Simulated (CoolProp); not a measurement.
A Linde-Hampson liquefier for dry air: isothermal reversible compression at 280 K from 1 atm to 5 MPa, throttling to 1 atm, return gas leaving the recuperator 10 K below the feed. Each further row changes one setting.

Model: reference Helmholtz-energy equation of state, Lemmon 2000, in CoolProp. It is a pseudo-pure fit of the blend.

| case | liquid yield per pass | compression work (kJ/kg of gas) |
|---|---|---|
| as stated | 0.006 | 312 |
| high pressure 10 MPa | 0.034 | 366 |
| warm-end temperature 310 K | no liquid | 346 |
| warm-end gap 15 K | no liquid | 312 |
